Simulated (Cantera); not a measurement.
Feed: 1 mol SiH₂Cl₂, 0.53 mol O₃, 2.9 mol N₂, equilibrated at 1625 °C and 0.500 bar.

Equilibrium computed with Cantera from the NASA thermochemical tables; the gas is ideal and each condensed phase is pure. Candidate condensed phases: H₂O, NH₄Cl, Si, SiO₂, Si₂N₂O, Si₃N₄; 47 gas species. The tables' values for SiCl₃ are old estimates; treat these amounts as uncertain. The tables hold silica as quartz up to 1696 K and as liquid above; real silica turns to tridymite and cristobalite and melts near 1996 K. Equilibrium is a limit: real reactors are often held back by kinetics, nucleation or transport.

Base state: N₂ 0.588, HCl 0.319, H₂ 0.0430, SiCl₂ 0.0222, SiO 0.0142, SiCl₃ 0.00810, SiCl₄ 0.00401, Cl 0.00128 (mole fractions); condensed: SiO₂(condensed).

**Question.** What changes in the equilibrium state with this change: temperature from 1625 °C to 1052 °C?

**Answer.** 
| species | before | after |
|---|---|---|
| N₂ | 0.588 | 0.593 |
| HCl | 0.319 | 0.361 |
| H₂ | 0.0430 | 0.0304 |
| SiCl₂ | 0.0222 | 1.60e-5 |
| SiO | 0.0142 | 3.24e-8 |
| SiCl₄ | 0.00401 | 0.0150 |
| H | 0.000229 | 4.03e-7 |
| Cl | 0.00128 | 4.01e-6 |
| SiO₂(condensed), mol | 0.760 | 0 |
| SiO₂(β-quartz), mol | 0 | 0.751 |
| Si₂N₂O(s), mol | 0 | 0.0883 |
N₂ is the only nitrogen source here; it is nearly inert below about 1500 K, so the nitride shown seldom forms there in practice. Mutual solubility and eutectic melting of coexisting phases are not modelled.
